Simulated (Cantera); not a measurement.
## Thermodynamics of metals in furnace atmospheres, feed Pb + CO₂ + H₂

Input: 1 mol Pb, a varied amount of CO₂, 62 mol H₂, equilibrated at 877 °C and 1200000 Pa.

Method: chemical equilibrium by Gibbs-energy minimisation in Cantera with the NASA 1993 tables (ideal gas, pure condensed phases). Candidate condensed phases: C, C₆H₆, C₇H₈, C₈H₁₈, H₂O, Pb, PbO, PbO₂, Pb₃O₄; 113 gas species. Kinetics and transport are ignored.

From 0.034 mol CO₂ to 0.39 mol CO₂ the condensed part is Pb(l). The main Pb-bearing gas is Pb throughout.

```tsv
n(CO₂) (mol)	x H₂	x H₂O	x CH₄	x CO	n Pb(l)
0.034	0.998	0.00109	0.000545	3.79e-6	0.999
0.042	0.998	0.00135	0.000672	5.78e-6	0.999
0.051	0.998	0.00164	0.000815	8.51e-6	0.999
0.063	0.997	0.00202	0.00100	1.30e-5	0.999
0.077	0.996	0.00247	0.00122	1.93e-5	0.999
0.094	0.995	0.00301	0.00149	2.87e-5	0.999
0.12	0.994	0.00383	0.00189	4.67e-5	0.999
0.14	0.993	0.00446	0.00220	6.34e-5	0.999
0.17	0.992	0.00540	0.00266	9.31e-5	0.999
0.21	0.990	0.00665	0.00326	0.000141	0.999
0.26	0.988	0.00820	0.00399	0.000215	0.999
0.32	0.985	0.0100	0.00486	0.000323	0.999
0.39	0.981	0.0122	0.00584	0.000476	0.999
```
x: gas mole fraction; n: condensed amount in mol.
